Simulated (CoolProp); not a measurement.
A closed Brayton cycle with carbon dioxide: compressor inlet 333.15 K and 9.4 MPa, high pressure 32 MPa, turbine inlet 815 K, compressor efficiency 0.89, turbine efficiency 0.93, recuperator effectiveness 0 (on enthalpy, no pinch check). Each further row changes one setting.

The numbers come from the reference Helmholtz-energy equation of state, Span 1996 in CoolProp.

| case | thermal efficiency (%) | net work (kJ/kg) | compressor to turbine work | compressor exit (K) | turbine exit (K) |
|---|---|---|---|---|---|
| as stated | 18.5 | 95.4 | 0.41 | 433.7 | 665.6 |
| turbine inlet 765 K | 18.5 | 83.7 | 0.44 | 433.7 | 621.0 |
| compressor inlet 343.15 K | 18.1 | 87.8 | 0.45 | 451.8 | 665.6 |
| high pressure 27.2 MPa | 16.4 | 86.9 | 0.39 | 420.0 | 684.7 |
| recuperator effectiveness 0.5 | 25.0 | 95.4 | 0.41 | 433.7 | 665.6 |
